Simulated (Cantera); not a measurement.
Charge: 1 mol PbS, 2.7 mol H2, at 1002 °C and 10000 Pa.

These are equilibrium values from Cantera (NASA tables, ideal gas, pure condensed phases), not measurements of a reactor. Candidate condensed phases: Pb, PbS, S; 10 gas species. Gases not in the tables: S3 to S7. Equilibrium is a limit: real reactors are often held back by kinetics, nucleation or transport.

Base state: H2 0.698, PbS 0.213, H2S 0.0693, Pb 0.0189, S2 0.000576, SH 0.000114 (mole fractions); condensed: Pb(l).

Question: What changes in the equilibrium state with this change: pressure from 10000 Pa to 68.0 Pa?

Answer: 
```
species       before     after
----------  --------  --------
H2             0.698     0.694
PbS            0.213     0.216
Pb            0.0189    0.0507
H2S           0.0693    0.0260
S2          0.000576    0.0121
H            1.95e-6   2.36e-5
SH          0.000114  0.000518
Pb(l), mol     0.182         0
```

Question: What changes in the equilibrium state with this change: pressure from 10000 Pa to 15.0 Pa?

Answer: 
```csv
species,before,after
H2,0.698,0.693
PbS,0.213,0.196
Pb,0.0189,0.0679
H2S,0.0693,0.0175
S2,0.000576,0.0248
S,1.44e-7,2.43e-5
H,1.95e-6,5.01e-5
SH,0.000114,0.000743
"Pb(l), mol",0.182,0
```
